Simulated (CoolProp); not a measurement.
Saturation properties of trans-2-butene (Tc = 428.6 K, pc = 4.019 MPa, ω = 0.210).

The numbers come from the reference Helmholtz-energy equation of state, Lemmon 2005 in CoolProp. It is a short technical equation, of lower accuracy than the large ones.

```
T (K)  p (MPa)  vapour density (kg/m³)  liquid cp (kJ/(kg K))  surface tension (mN/m)
-----  -------  ----------------------  ---------------------  ----------------------
273.6  0.09967                   2.566                  2.221                    16.1
276.4   0.1108                   2.833                  2.232                    15.8
279.2   0.1229                   3.122                  2.244                    15.4
282     0.1360                   3.432                  2.255                    15.1
284.8   0.1502                   3.767                  2.268                    14.7
287.6   0.1655                   4.126                  2.280                    14.4
290.4   0.1819                   4.511                  2.293                    14.0
293.2   0.1996                   4.923                  2.306                    13.7
296     0.2186                   5.364                  2.319                    13.3
298.8   0.2389                   5.835                  2.333                    13.0
301.6   0.2607                   6.338                  2.347                    12.7
304.4   0.2839                   6.873                  2.361                    12.3
307.2   0.3086                   7.444                  2.376                    12.0
```

It boils at 274.0 K under 1 atm.

Surface tension comes from a separate correlation (Mulero 2014).
